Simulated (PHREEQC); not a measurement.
Make-up at 25 °C: 4.3 mmol/kgw (NH4)2SO4. Closed to the air; pH follows from the charge balance.

The numbers come from PHREEQC with the ion-association model, wateq4f.dat.

### Question
The ionic strength comes out as 0.0123 mol/kgw. What activity coefficients do SO4-2, NH4+, NH4SO4-, H+ get?

### Answer
SO4-2 0.64, NH4+ 0.89, NH4SO4- 0.90, H+ 0.91.

This is a speciation only: nothing precipitates in the calculation.
